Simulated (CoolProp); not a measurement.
Vapour-liquid equilibrium of propylene (1) + benzene (2) at 10.95 °C; x and y are mole fractions of (1).

The numbers come from the multi-fluid Helmholtz-energy mixture model, Lemmon 2013 and Thol 2012; pair parameters Bell 2016 in CoolProp.

**Question.** Give the bubble pressure and the first vapour's composition at x = 0.05, 0.35, 0.5. Is there an azeotrope?

**Answer.** x = 0.05: 0.7562 bar, y = 0.917; x = 0.35: 3.743 bar, y = 0.986; x = 0.5: 4.738 bar, y = 0.990. No azeotrope shows between x = 0.05 and 0.95.

The pair parameters rest on a limited set of measurements; away from them the model extrapolates. The gap from Raoult's law changes sign with composition, which may be real or a fault of the pair parameters; it wasn't checked against measurements. With so large a gap from Raoult's law the liquid may split in two, which this calculation doesn't test in full.
